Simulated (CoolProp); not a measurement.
The numbers come from the reference Helmholtz-energy equation of state, Lemmon 2006 in CoolProp. It is a short technical equation, of lower accuracy than the large ones.

Problem. Give the vapour pressure (bar), liquid density (kg/m³), surface tension (mN/m), liquid viscosity (µPa s) of saturated C2F6 (R116) at 194.7, 239.6 K.

Solution. 
| T (K) | p (bar) | liquid density (kg/m³) | surface tension (mN/m) | liquid viscosity (µPa s) |
|---|---|---|---|---|
| 194.7 | 0.994 | 1610 | 11.1 | 426 |
| 239.6 | 6.77 | 1380 | 5.26 | 198 |

Viscosity comes from a separate model (Huber 2003), an estimate that may be off by 10 % or more. Surface tension comes from a separate correlation (Mulero 2012).
